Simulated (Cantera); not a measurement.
Source: NASA polynomial tables (part measured, part estimated), evaluated in Cantera. Values are per mole of reaction as written; species without (g) are pure solids or liquids, kept so even where they would boil at 1 bar.

2 Cu + H₂O(g) → Cu₂O + H₂(g)

| T (K) | ΔH° (kJ) | ΔS° (J/K) | ΔG° (kJ) | log10 K |
|---|---|---|---|---|
| 300 | 71.1 | -32.0 | 80.7 | -14.06 |
| 548 | … | … | … | … |
| 598 | 74.7 | -23.8 | 89.0 | -7.77 |
| 648 | … | … | … | … |
| 698 | 76.1 | -21.7 | 91.3 | -6.83 |
| 748 | 76.8 | -20.8 | 92.3 | -6.45 |
| 798 | 77.5 | -19.9 | 93.3 | -6.11 |
| 848 | … | … | … | … |
| 898 | 78.8 | -18.3 | 95.3 | -5.54 |
| 948 | 79.5 | -17.6 | 96.1 | -5.30 |

Q: Complete the blanks.

A: 
- 548, ΔH° (kJ): 74.1
- 548, ΔS° (J/K): -25.0
- 548, ΔG° (kJ): 87.8
- 548, log10 K: -8.37
- 648, ΔH° (kJ): 75.4
- 648, ΔS° (J/K): -22.7
- 648, ΔG° (kJ): 90.2
- 648, log10 K: -7.27
- 848, ΔH° (kJ): 78.2
- 848, ΔS° (J/K): -19.1
- 848, ΔG° (kJ): 94.3
- 848, log10 K: -5.81
